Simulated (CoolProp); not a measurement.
A single-stage vapour-compression cycle with the fluid: evaporating at 280.15 K (dew point), condensing at 331.15 K (bubble point), superheat 5 K, subcooling 2 K, compressor efficiency 0.7, no pressure losses. The same conditions are run with several fluids, on thermodynamics alone (safety and materials aside).

The numbers come from the reference Helmholtz-energy equation of state of each fluid (isohexane: Lemmon 2006; the fluoroketone C6F12O (FK-5-1-12): McLinden 2015; R11: Jacobsen 1992; R407C: Lemmon 2003; C3F8 (R218): Lemmon 2006; R1336mzz(E): Akasaka 2023) in CoolProp. Blends and air are pseudo-pure fits.

| fluid | cooling COP | pressure ratio | discharge temperature (K) | refrigerating effect (kJ/kg) | volumetric capacity (kJ/m³) |
|---|---|---|---|---|---|
| isohexane | 3.14 | 7.45 | 335.2 | 256 | 119 |
| the fluoroketone C6F12O (FK-5-1-12) | 2.46 | 7.69 | 331.1 | 49.7 | 120 |
| R11 | 3.30 | 5.51 | 364.0 | 147 | 468 |
| R407C | 2.41 | 4.54 | 367.4 | 130 | 3140 |
| C3F8 (R218) | 1.73 | 3.76 | 331.2 | 31.1 | 1500 |
| R1336mzz(E) | 2.86 | 5.52 | 334.6 | 96.4 | 683 |

The compression ends wet for: the fluoroketone C6F12O (FK-5-1-12); C3F8 (R218).
